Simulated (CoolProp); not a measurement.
The numbers come from the reference Helmholtz-energy equation of state, Fiedler 2023 in CoolProp.

### Question
Give the vapour pressure (MPa), liquid density (kg/m³), enthalpy of vaporisation (kJ/kg) of saturated tetrahydrofuran at 114.55 °C.

### Answer
```
T (°C)  p (MPa)  liquid density (kg/m³)  enthalpy of vaporisation (kJ/kg)
------  -------  ----------------------  --------------------------------
114.55    0.391                     777                               377
```
